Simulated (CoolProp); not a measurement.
n-decane along the isobar 2460 kPa: fugacity coefficient from the reference equation and from simpler models built on Tc = 617.7 K, pc = 2101 kPa, ω = 0.488; each cubic takes its own stable root.

Computed with CoolProp (reference Helmholtz-energy equation of state, Lemmon 2006). It is a short technical equation, of lower accuracy than the large ones.

```json
[
 {"T (K)": "383.4", "phase": "liquid", "reference": "0.006704", "Redlich-Kwong": "___", "Soave-Redlich-Kwong": "___"},
 {"T (K)": "391.5", "phase": "liquid", "reference": "___", "Redlich-Kwong": "___", "Soave-Redlich-Kwong": "___"},
 {"T (K)": "399.7", "phase": "liquid", "reference": "0.01178", "Redlich-Kwong": "0.04297", "Soave-Redlich-Kwong": "0.01209"},
 {"T (K)": "407.8", "phase": "liquid", "reference": "0.01525", "Redlich-Kwong": "0.05121", "Soave-Redlich-Kwong": "0.01569"},
 {"T (K)": "416", "phase": "liquid", "reference": "0.01954", "Redlich-Kwong": "0.06060", "Soave-Redlich-Kwong": "0.02015"},
 {"T (K)": "424.1", "phase": "liquid", "reference": "0.02464", "Redlich-Kwong": "___", "Soave-Redlich-Kwong": "0.02549"},
 {"T (K)": "432.3", "phase": "liquid", "reference": "___", "Redlich-Kwong": "0.08253", "Soave-Redlich-Kwong": "0.03194"},
 {"T (K)": "440.4", "phase": "liquid", "reference": "___", "Redlich-Kwong": "0.09510", "Soave-Redlich-Kwong": "0.03948"},
 {"T (K)": "448.6", "phase": "liquid", "reference": "0.04640", "Redlich-Kwong": "0.1090", "Soave-Redlich-Kwong": "0.04840"},
 {"T (K)": "456.7", "phase": "liquid", "reference": "0.05603", "Redlich-Kwong": "0.1238", "Soave-Redlich-Kwong": "0.05861"}
]
```

Problem. What belongs in the gaps?

Solution. 
- 383.4, Redlich-Kwong: 0.02926
- 383.4, Soave-Redlich-Kwong: 0.006843
- 391.5, reference: 0.008941
- 391.5, Redlich-Kwong: 0.03561
- 391.5, Soave-Redlich-Kwong: 0.009149
- 424.1, Redlich-Kwong: 0.07094
- 432.3, reference: 0.03079
- 440.4, reference: 0.03795
